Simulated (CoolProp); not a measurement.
R507A at 227.35 K and 0.0183 MPa is compressed adiabatically to 0.0426 MPa with isentropic efficiency 0.7. Each further row changes one setting.

The numbers come from the reference Helmholtz-energy equation of state, Lemmon 2003 in CoolProp. It is a pseudo-pure fit of the blend.

```csv
case,work (kJ/kg),final temperature (K),final density (kg/m³)
as stated,24.0,259.6,1.97
efficiency 1,16.8,250.5,2.05
efficiency 0.65,25.8,261.9,1.96
```
